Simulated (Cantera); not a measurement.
Thermodynamics of fluorocarbon and chlorocarbon gases, feed C2F6 + CH4

Input: 1 mol C2F6, a varied amount of CH4, equilibrated at 1502 °C and 69000 Pa.

These are equilibrium values from Cantera (NASA tables, ideal gas, pure condensed phases), not measurements of a reactor. Candidate condensed phases: C, C6H6, C7H8, C8H18; 95 gas species. The feed counts by its element totals alone. Gases not in the tables: C2F6 and larger saturated fluorocarbons. Rates play no part.

| n(CH4) (mol) | x HF | x CF4 | x CF2 | x CF3 | n C(graphite) |
|---|---|---|---|---|---|
| 0.014 | 0.0363 | 0.961 | 0.00160 | 0.000555 | 0.527 |
| 0.027 | 0.0682 | 0.930 | 0.00157 | 0.000542 | 0.553 |
| 0.052 | 0.125 | 0.872 | 0.00153 | 0.000516 | 0.603 |
| 0.098 | 0.218 | 0.780 | 0.00144 | 0.000475 | 0.695 |
| 0.19 | 0.367 | 0.631 | 0.00130 | 0.000405 | 0.878 |
| 0.36 | 0.558 | 0.441 | 0.00108 | 0.000309 | 1.22 |
| 0.69 | 0.773 | 0.226 | 0.000777 | 0.000188 | 1.88 |
| 1.3 | 0.963 | 0.0368 | 0.000313 | 4.81e-5 | 3.10 |
x: gas mole fraction; n: condensed amount in mol.

From 0.014 mol CH4 to 1.3 mol CH4 the condensed part is C(graphite). The main C-bearing gas is CF4 throughout. The share of C in condensed phases is highest at 1.3 mol CH4 (93.9 %) and lowest at 0.014 mol CH4 (26.1 %).
